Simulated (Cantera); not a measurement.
What does this Cantera script print?

```python
import numpy as np
import cantera as ct

gas_names = """
    C CH CH2 CH3 CH2OH CH3O CH4 CH3OH CN CO CO2 COOH C2 C2H CHCO,ketyl C2H2,acetylene C2H2,vinylidene
    CH2CO,ketene C2H3,vinyl CH3CN CH3CO,acetyl C2H4 C2H4O,ethylen CH3CHO,ethanal CH3COOH (HCOOH)2 C2H5
    C2H6 CH3OCH3 C2H5OH CCN CNC C2N2 C2O C3 C3H3,propargyl C3H4,allene C3H4,propyne C3H4,cyclo-
    C3H5,allyl C3H6,propylene C3H6,cyclo- C3H6O C3H7,n-propyl C3H7,i-propyl C3H8 C3H8O,1propanol
    C3H8O,2propanol C3O2 C4 C4H2 C4H4,1,3-cyclo- C4H6,butadiene C4H6,2-butyne C4H6,cyclo- C4H8,1-butene
    C4H8,cis2-buten C4H8,tr2-butene C4H8,isobutene C4H8,cyclo- (CH3COOH)2 C4H9,n-butyl C4H9,i-butyl
    C4H9,s-butyl C4H9,t-butyl C4H10,isobutane C4H10,n-butane C4N2 C5 C5H6,1,3cyclo- C5H8,cyclo-
    C5H10,1-pentene C5H10,cyclo- C5H11,pentyl C5H11,t-pentyl C5H12,n-pentane C5H12,i-pentane
    CH3C(CH3)2CH3 C6H2 C6H5,phenyl C6H5O,phenoxy C6H6 C6H5OH,phenol C6H10,cyclo- C6H12,1-hexene
    C6H12,cyclo- C6H13,n-hexyl C7H7,benzyl C7H8 C7H8O,cresol C7H14,1-heptene C7H15,n-heptyl
    C7H16,n-heptane C8H8,styrene C8H10,ethylbenz C8H16,1-octene C8H17,n-octyl C8H18,isooctane
    C8H18,n-octane C9H19,n-nonyl C10H8,naphthale C10H21,n-decyl C12H9,o-bipheny C12H10,bipheny H HCN HCO
    HCCN HNC HNCO HNO HNO2 HNO3 HO2 H2 HCHO,formaldehy HCOOH H2O H2O2 N NCO NH NH2 NH3 NH2OH NO NO2 NO3
    N2 N2H2 N2H4 N2O O OH O2 O3 Pb PbO Pb2
""".split()
cond_names = """
    C(gr) C6H6(L) C7H8(L) C8H18(L),n-octa H2O(s) H2O(L) Pb(cr) Pb(L) PbO(rd) PbO(yw) PbO(L) PbO2(s)
    Pb3O4(s)
""".split()


def load(file, names, dense=False):
    # The tables refer to 1 bar. Condensed volumes are neglected.
    table = {s.name: s for s in ct.Species.list_from_file(file)}
    out = []
    for n in names:
        d = dict(table[n].input_data)
        d["thermo"] = dict(d["thermo"], **{"reference-pressure": 1e5})
        if dense:
            d["equation-of-state"] = {"model": "constant-volume", "density": "1e6 g/cm^3"}
        out.append(ct.Species.from_dict(d))
    return out


gas = ct.Solution(thermo="ideal-gas", species=load("nasa_gas.yaml", gas_names))
cond = {s.name: ct.Solution(thermo="fixed-stoichiometry", species=[s], name=s.name)
        for s in load("nasa_condensed.yaml", cond_names, dense=True)}
atoms = {
    'Pb': {'Pb': 1},
    'CO': {'C': 1, 'O': 1},
    'N2': {'N': 2},
    'H2': {'H': 2},
}
top_T = {'C(gr)': 4500, 'Pb3O4(s)': 820}  # K; cautious upper limits of use, not melting points


def equilibrate(T, P, feed):
    n = {}
    for name, mol in feed.items():
        for a, k in atoms[name].items():
            n[a] = n.get(a, 0.0) + k * mol
    gas.TPX = T, P, n
    mass = sum(n.values()) * gas.mean_molecular_weight
    gas.equilibrate("TP")
    valid = [c for c in cond.values() if c.min_temp <= T <= top_T.get(c.name, c.max_temp)]
    mix = ct.Mixture([(gas, mass / gas.mean_molecular_weight)] + [(c, 0.0) for c in valid])
    mix.T, mix.P = T, P
    mix.equilibrate("TP", solver="vcs", rtol=1e-11, max_steps=5000)
    return mix


results = []
feed = {'Pb': 1, 'CO': 0.98, 'N2': 0.79, 'H2': 2}  # mol
P = 480000  # Pa
for T in [1398, 1423, 1448, 1473, 1498, 1523, 1548, 1573, 1598, 1623, 1648]:
    mix = equilibrate(T, P, feed)
    results.append((T, P, feed, dict(zip(mix.species_names, mix.species_moles))))

top = {s: max(r[3][s] / sum(r[3][g] for g in gas_names) for r in results) for s in gas_names}
cols = sorted((s for s in top if top[s] > 1e-06), key=lambda s: -top[s])[:6]
seen = [c for c in cond_names if any(r[3].get(c, 0) > 1e-12 for r in results)]
print("log10 of partial pressures in bar; condensed amounts in mol")
print(f"{'T/K':>10s}" + "".join(f"{s[:9]:>10s}" for s in cols + seen))
for T, P, feed, n in results:
    ng = sum(n[g] for g in gas_names)
    print(f"{T:10.4g}" + "".join(f"{np.log10(max(n[s] / ng * P / 1e5, 1e-99)):10.3f}" for s in cols)
          + "".join(f"{n.get(c, 0):10.4g}" for c in seen))
```

It prints:

```
log10 of partial pressures in bar; condensed amounts in mol
       T/K        H2        CO        N2        Pb       CH4       H2O     Pb(L)
      1398     0.399     0.091     0.005    -2.069    -1.709    -1.785    0.9933
      1423     0.400     0.091     0.004    -1.951    -1.786    -1.853    0.9912
      1448     0.400     0.091     0.004    -1.836    -1.862    -1.919    0.9886
      1473     0.401     0.092     0.003    -1.725    -1.936    -1.982    0.9852
      1498     0.401     0.091     0.002    -1.618    -2.010    -2.042    0.9811
      1523     0.400     0.091     0.001    -1.515    -2.083    -2.098    0.9759
      1548     0.400     0.091     0.000    -1.415    -2.156    -2.152    0.9696
      1573     0.399     0.090    -0.001    -1.319    -2.230    -2.201     0.962
      1598     0.399     0.089    -0.002    -1.225    -2.304    -2.247    0.9527
      1623     0.398     0.088    -0.004    -1.134    -2.379    -2.290    0.9415
      1648     0.396     0.087    -0.005    -1.047    -2.455    -2.329    0.9281
```

Method: chemical equilibrium by Gibbs-energy minimisation in Cantera with the NASA 1993 tables (ideal gas, pure condensed phases).
